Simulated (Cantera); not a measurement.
A jet of 7.56 % CH₄, 18.7 % O₂, 73.8 % N₂, equivalence ratio 0.81 at 300 K and 34.5 Torr hits a platinum plate 9.1 cm away at a mass flux of 0.049 kg/m²/s; the plate temperature is set and raised in steps from an oxygen-covered start.

Detailed kinetics in Cantera: Deutschmann's 1995 Pt surface mechanism with GRI-Mech 3.0 gas chemistry. Catalytic surfaces can have several steady states; this one follows from the mechanism file's or the stated starting coverage.

One state of this run: wall x CH₄ = 0.0163; wall x O₂ = 0.0598; wall x H₂O = 0.110; wall x OH = 2.53e-6; wall x CO = 2.54e-5; wall x CO₂ = 0.0736; θ free Pt = 0.559; θ O* = 0.440; θ OH* = 0.00116. x: mole fraction at the wall; θ: surface coverage.

Task: Which value of plate T (K) does it belong to?
A. 1150
B. 1050
C. 950
D. 1100

Result: D, 1100
